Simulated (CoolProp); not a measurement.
Octamethylcyclotetrasiloxane (D4) along the isotherm 346.85 °C: Z from the reference equation and from simpler models built on Tc = 313.4 °C, pc = 13.47 bar, ω = 0.598; each cubic takes its own stable root.

Values from CoolProp's reference Helmholtz-energy equation of state, Thol 2015.

```
p (bar)          phase  reference  Redlich-Kwong  Soave-Redlich-Kwong
-------  -------------  ---------  -------------  -------------------
2.41               gas     0.9476         0.9465               0.9501
4.81               gas     0.8918         0.8894                  ___
7.22               gas     0.8314         0.8272               0.8408
9.62               gas     0.7661         0.7584               0.7797
12                 gas        ___         0.6803               0.7132
14.4     supercritical     0.6142            ___                  ___
16.8     supercritical        ___         0.4612               0.5536
19.2     supercritical        ___         0.3736               0.4729
21.7     supercritical     0.3656         0.3610               0.4285
24.1     supercritical     0.3516         0.3686               0.4192
26.5     supercritical     0.3563         0.3825               0.4242
28.9     supercritical        ___         0.3991               0.4355
31.3     supercritical     0.3839         0.4171               0.4500
33.7     supercritical     0.4011         0.4359                  ___
```

Fill in the missing entries.


- 4.81, Soave-Redlich-Kwong: 0.8974
- 12, reference: 0.6949
- 14.4, Redlich-Kwong: 0.5847
- 14.4, Soave-Redlich-Kwong: 0.6379
- 16.8, reference: 0.5219
- 19.2, reference: 0.4257
- 28.9, reference: 0.3684
- 33.7, Soave-Redlich-Kwong: 0.4663
